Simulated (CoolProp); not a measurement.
A Linde-Hampson liquefier for methane: isothermal reversible compression at 250 K from 1 atm to 15 MPa, throttling to 1 atm, return gas leaving the recuperator 10 K below the feed. Each further row changes one setting.

Computed with CoolProp (reference Helmholtz-energy equation of state, Setzmann 1991).

| case | liquid yield per pass | compression work (kJ/kg of gas) |
|---|---|---|
| as stated | [?] | 588 |
| high pressure 30 MPa | [?] | [?] |
| warm-end temperature 280 K | 0.176 | [?] |
| warm-end gap 15 K | [?] | 588 |

Task: Complete the blanks.

Result: 
- as stated, liquid yield per pass: 0.265
- high pressure 30 MPa, liquid yield per pass: 0.335
- high pressure 30 MPa, compression work (kJ/kg of gas): 653
- warm-end temperature 280 K, compression work (kJ/kg of gas): 682
- warm-end gap 15 K, liquid yield per pass: 0.255
